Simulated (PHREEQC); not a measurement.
**Copper plating or etch bath**

Solution (25 °C): 57 mmol/kgw Cu(NO3)2, 11 mmol/kgw HBF4 and 2 mmol/kgw KCl. It is in equilibrium with CO2 at log p = -2 (atm). Otherwise closed; pH follows from the charge balance.

Model: ion-association model, wateq4f.dat, run in PHREEQC.

This is a speciation only: nothing precipitates in the calculation.

What pH does the model give?

pH 2.08.

In which forms is F present?

BF4- 81 %, HF 12 %, BF3OH- 4.0 %, F- 1.4 %, BF2(OH)2- 0.7 % of the F.

Real BF4- forms and hydrolyses slowly; the run takes it at equilibrium.
